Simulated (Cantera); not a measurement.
Mixture: 9.09 % CH4, 0.509 % H2, 19.0 % O2, 71.4 % N2, equivalence ratio 0.97, at 3.00 bar, adiabatic and at constant pressure. Ignition delay is the time to a rise of 400 K.

Model: GRI-Mech 3.0 (53 species, 325 reactions), integrated in Cantera.

**Question.** Predict: delay at 1075 K; delay at 1275 K; delay at 1475 K; delay at 1675 K; delay at 1875 K; apparent activation energy between 1675 and 1875 K.

**Answer.** 
```json
{
  "delay at 1075 K": "33.9 ms",
  "delay at 1275 K": "3.83 ms",
  "delay at 1475 K": "0.485 ms",
  "delay at 1675 K": "88.8 µs",
  "delay at 1875 K": "24.5 µs",
  "apparent activation energy between 1675 and 1875 K": "170 kJ/mol"
}
```
